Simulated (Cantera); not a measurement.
## Stirred combustor or abatement burner

A perfectly stirred reactor is fed with H2 : O2 : N2 : H2O = 1 : 0.893 : 3.36 : 0.2 (molar parts), equivalence ratio 0.56, at 15.0 bar; it is adiabatic with a 650 K inlet, and is followed from long to short residence time, starting on the burning branch (τ in s: 0.026, 0.012, 0.0055, 0.0025, 0.0011, 0.00053, 0.00024, 0.00011, 5e-05, 2.3e-05, 1.1e-05, 4.8e-06).

Computed with Cantera and GRI-Mech 3.0 (53 species, 325 reactions). The hydrogen kinetics of GRI-Mech 3.0 are dated; newer H2 mechanisms differ, most at raised pressure. The pressure lies above the range GRI-Mech 3.0 was tuned for (to about 10 atm).

```csv
τ (s),T (K),x H2,x O2,x H2O,x O,x H
0.026,1992,7.88e-5,0.0789,0.241,4.97e-5,3.80e-6
0.012,1992,9.84e-5,0.0790,0.241,5.36e-5,4.56e-6
0.0055,1992,0.000138,0.0790,0.241,6.16e-5,6.21e-6
0.0025,1990,0.000213,0.0790,0.241,7.75e-5,9.81e-6
0.0011,1988,0.000356,0.0790,0.241,0.000109,1.80e-5
0.00053,1985,0.000576,0.0789,0.240,0.000157,3.32e-5
0.00024,1980,0.000975,0.0789,0.240,0.000245,6.72e-5
0.00011,1972,0.00164,0.0790,0.238,0.000388,0.000137
5.0e-5,1959,0.00277,0.0792,0.237,0.000624,0.000283
2.3e-5,1939,0.00464,0.0797,0.234,0.000988,0.000574
1.1e-5,1909,0.00759,0.0807,0.230,0.00149,0.00110
4.8e-6,1853,0.0135,0.0830,0.222,0.00222,0.00216
```
x: mole fraction; the columns are a selection and need not sum to one.
